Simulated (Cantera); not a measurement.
A Cantera script and its output.

```python
import numpy as np
import cantera as ct

gas = ct.Solution("gri30.yaml")


def delay(T, t_max=10):
    gas.TPX = T, 1000000, {'CO': 1, 'H2': 2.9, 'O2': 1.35, 'N2': 5.09}
    reactor = ct.IdealGasConstPressureReactor(gas, clone=False)
    net = ct.ReactorNet([reactor])
    net.rtol, net.atol = 1e-8, 1e-16
    while net.time < t_max:
        t_old, T_old = net.time, reactor.T
        net.step()
        if reactor.T > T + 400:  # ignition: a rise of 400 K
            return t_old + (T + 400 - T_old) / (reactor.T - T_old) * (net.time - t_old)
    return np.nan


taus = []
for T in [1200, 1300, 1400, 1500, 1600, 1700, 1800, 1900]:
    taus.append(delay(T))
    print(f"T0 = {T:6g} K   tau = {taus[-1]:.4e} s")
```

Result:

```
T0 =   1200 K   tau = 3.3366e-05 s
T0 =   1300 K   tau = 5.3345e-06 s
T0 =   1400 K   tau = 2.5400e-06 s
T0 =   1500 K   tau = 1.6142e-06 s
T0 =   1600 K   tau = 1.1620e-06 s
T0 =   1700 K   tau = 9.0332e-07 s
T0 =   1800 K   tau = 7.4457e-07 s
T0 =   1900 K   tau = 6.4506e-07 s
```

Computed with Cantera and GRI-Mech 3.0 (53 species, 325 reactions). The hydrogen kinetics of GRI-Mech 3.0 are dated; newer H2 mechanisms differ, most at raised pressure. Where the delays flatten at high temperature, the 400 K rule measures the pace of heat release, not the induction time.
